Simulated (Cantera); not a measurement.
Input (Python, Cantera):

```python
import numpy as np
import cantera as ct

gas = ct.Solution("gri30.yaml")
gas.TPX = 1423, 1800, {'H2': 0.087, 'O2': 0.22}
reactor = ct.IdealGasConstPressureReactor(gas, energy="off", clone=False)
net = ct.ReactorNet([reactor])
net.rtol, net.atol = 1e-08, 1e-18
show = ['H2', 'O2', 'H2O2', 'O', 'H', 'OH', 'HO2']
times = np.geomspace(0.0003, 10, 12)

steps = ct.SolutionArray(gas, extra=["t"])
rows = []
print(f"{'t/s':>10s}{'T/K':>9s}{'P/Pa':>11s}" + "".join(f"{s:>11s}" for s in show))
for t in times:
    while net.time < t:
        t_next = net.step()
        steps.append(gas.state, t=t_next)
    rows.append([np.interp(t, steps.t, y) for y in (steps.T, steps.P, *steps(*show).X.T)])
    print(f"{t:10.3e}{rows[-1][0]:9.1f}{rows[-1][1]:11.4g}" + "".join(f"{x:11.3e}" for x in rows[-1][2:]))
rate = np.gradient(steps.T, steps.t)
print("integrator steps:", len(steps.t))
if steps.T.max() > steps.T[0] + 200:
    print(f"time of steepest temperature rise: {steps.t[rate.argmax()]:.4e} s")
gas.TPX = 1423, 1800, {'H2': 0.087, 'O2': 0.22}
gas.equilibrate("TP")
print(f"equilibrium (TP): T = {gas.T:.1f} K  " + "  ".join(f"{s} {gas[s].X[0]:.3e}" for s in show))
```

Output:

```
       t/s      T/K       P/Pa         H2         O2       H2O2          O          H         OH        HO2
 3.000e-04   1423.0       1800  2.048e-01  6.728e-01  1.611e-07  1.958e-02  3.467e-02  1.368e-02  4.668e-06
 7.732e-04   1423.0       1800  1.860e-02  5.545e-01  3.442e-07  1.024e-01  9.229e-02  2.288e-02  7.944e-06
 1.993e-03   1423.0       1800  1.734e-02  5.669e-01  3.646e-07  9.170e-02  7.888e-02  2.233e-02  8.332e-06
 5.136e-03   1423.0       1800  1.389e-02  5.940e-01  3.994e-07  6.788e-02  5.100e-02  2.045e-02  9.056e-06
 1.324e-02   1423.0       1800  6.851e-03  6.354e-01  3.838e-07  3.050e-02  1.553e-02  1.482e-02  9.060e-06
 3.412e-02   1423.0       1800  1.439e-03  6.617e-01  2.173e-07  6.143e-03  1.400e-03  6.912e-03  5.206e-06
 8.793e-02   1423.0       1800  2.108e-04  6.680e-01  8.242e-08  8.936e-04  7.760e-05  2.660e-03  1.420e-06
 2.266e-01   1423.0       1800  3.864e-05  6.692e-01  3.016e-08  1.641e-04  6.110e-06  1.143e-03  3.660e-07
 5.841e-01   1423.0       1800  9.479e-06  6.696e-01  1.194e-08  4.040e-05  7.461e-07  5.672e-04  1.643e-07
 1.505e+00   1423.0       1800  3.198e-06  6.697e-01  6.009e-09  1.366e-05  1.469e-07  3.299e-04  1.544e-07
 3.880e+00   1423.0       1800  1.997e-06  6.697e-01  4.770e-09  8.535e-06  7.272e-08  2.607e-04  1.712e-07
 1.000e+01   1423.0       1800  1.934e-06  6.697e-01  4.708e-09  8.266e-06  6.933e-08  2.566e-04  1.727e-07
integrator steps: 1628
equilibrium (TP): T = 1423.0 K  H2 1.934e-06  O2 6.697e-01  H2O2 4.708e-09  O 8.266e-06  H 6.932e-08  OH 2.566e-04  HO2 1.727e-07
```

Model: GRI-Mech 3.0 (53 species, 325 reactions), integrated in Cantera. Radical loss at walls, strong at low pressure, is not modelled. The temperature is held fixed by assumption; the heat of reaction is taken as removed at once.
